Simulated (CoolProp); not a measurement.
Vapour pressure (bar) of CH2F2 (R32): the reference equation beside estimates from Tc = 351.3 K, pc = 57.83 bar, ω = 0.277. Clausius-Clapeyron is anchored at 241.1 K with a constant enthalpy of vaporisation of 18.69 kJ/mol.

Model: reference Helmholtz-energy equation of state, Tillner-Roth 1997, in CoolProp.

| T (K) | reference | Clausius-Clapeyron | van der Waals |
|---|---|---|---|
| 187.2 | 0.1212 | 0.1713 | 2.445 |
| 200.7 | 0.3090 | 0.3842 | 3.766 |
| 214.1 | 0.6846 | 0.7745 | 5.498 |
| 227.6 | 1.370 | 1.444 | 7.723 |
| 241.1 | 2.511 | 2.511 | 10.48 |
| 254.5 | 4.268 | 4.102 | 13.79 |
| 268 | 6.871 | 6.402 | 17.74 |
| 281.5 | 10.54 | 9.573 | 22.35 |
| 294.9 | 15.47 | 13.76 | 27.61 |
| 308.4 | 22.04 | 19.21 | 33.63 |

Absolute difference from the reference over all 10 rows, mean and median: Clausius-Clapeyron 12.8 and 10.1 %, van der Waals 514.5 and 270.2 %.
